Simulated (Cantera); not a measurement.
## Iron carbonyl, mercury and lead vapours: PbO + H2

Charge: 1 mol PbO, 1.1 mol H2, at 875 K and 10000 Pa.

These are equilibrium values from Cantera (NASA tables, ideal gas, pure condensed phases), not measurements of a reactor. Candidate condensed phases: H2O, Pb, PbO, PbO2, Pb3O4; 12 gas species. The numbers say what is thermodynamically allowed, not how fast it happens.

The x(H2O) comes out as 0.909 and the x(H2) comes out as 0.0909. The x(Pb) comes out as 6.74e-6 and the n(Pb(l)) is 1.000 mol. The gas amount comes out as 1.100 mol. The log10 activity of PbO2(s) (absent) comes out as -15.69.
